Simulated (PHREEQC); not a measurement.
Solution (5 °C): 0.2 mol/kgw H2SO4 and 0.11 mol/kgw Al2(SO4)3. Closed to the air; pH follows from the charge balance.

The numbers come from PHREEQC with the ion-association model, phreeqc.dat.

- pH: 0.83
- ionic strength: 0.571 mol/kgw
- activity of water: 0.988
- total alkalinity: -400 meq/kg

```
species    molality  activity   log γ
---------  --------  --------  ------
HSO4-         0.202     0.150  -0.128
H+            0.195     0.149  -0.116
AlSO4+        0.132    0.0877  -0.177
SO4-2        0.0761    0.0154  -0.693
Al(SO4)2-    0.0583    0.0388  -0.177
Al+3         0.0264   0.00237  -1.046
AlHSO4+2    0.00334   0.00103  -0.512
AlOH+2      1.76e-7   4.01e-8  -0.642
```

This is a speciation only: nothing precipitates in the calculation. Away from 25 °C the constants follow the database's enthalpies or fits; those with neither stay at their 25 °C values.
